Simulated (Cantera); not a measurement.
Cantera run:

```python
import numpy as np
import cantera as ct

gas_names = """
    NF3 F2 NO
""".split()
cond_names = """
    SrO(s) SrO(L) Sr(a) Sr(b) Sr(L)
""".split()


# ... load() reads the species with a 1 bar reference pressure and builds the phases ...
species = {s.name: s for s in load("nasa_gas.yaml", gas_names) + load("nasa_condensed.yaml", cond_names)}
# Each term lists the table entries of one substance; the one whose range holds T is used.
reactions = {
    '2 SrO + 2 NF3(g) = 2 Sr + 3 F2(g) + 2 NO(g)':
        [(-2, ['SrO(s)', 'SrO(L)']), (-2, ['NF3']), (2, ['Sr(a)', 'Sr(b)', 'Sr(L)']), (3, ['F2']), (2, ['NO'])],
}


def pick(names, T):
    return next(species[n] for n in names if species[n].thermo.min_temp <= T <= species[n].thermo.max_temp)


results = []
for label, terms in reactions.items():
    print(label)
    print("     T/K   dH/kJ  dS/(J/K)   dG/kJ   log10 K")
    for T in [300, 548, 748, 948, 1148, 1348, 1548, 1748, 1948, 2148]:
        used = [(nu, pick(names, T)) for nu, names in terms]
        dH = sum(nu * s.thermo.h(T) for nu, s in used) / 1e6
        dS = sum(nu * s.thermo.s(T) for nu, s in used) / 1e3
        dG = dH - T * dS / 1e3
        logK = -dG * 1e6 / (ct.gas_constant * T * np.log(10))
        results.append((label, T, dH, dS, dG, logK, [s.name for _, s in used]))
        print(f"{T:8g} {dH:8.1f} {dS:8.1f} {dG:8.1f} {logK:8.2f}")
```

Output:

```
2 SrO + 2 NF3(g) = 2 Sr + 3 F2(g) + 2 NO(g)
     T/K   dH/kJ  dS/(J/K)   dG/kJ   log10 K
     300   1630.0    507.2   1477.9  -257.32
     548   1628.0    503.2   1352.3  -128.89
     748   1623.3    495.9   1252.4   -87.45
     948   1619.1    491.0   1153.6   -63.56
    1148   1629.9    501.3   1054.3   -47.97
    1348   1625.3    497.6    954.4   -36.98
    1548   1620.1    494.0    855.3   -28.86
    1748   1614.3    490.5    756.8   -22.62
    1948   1607.8    487.1    659.1   -17.67
    2148   1600.8    483.6    562.0   -13.67
```

Source: NASA polynomial tables (part measured, part estimated), evaluated in Cantera. Condensed species are held in their standard states even where they would react or evaporate.
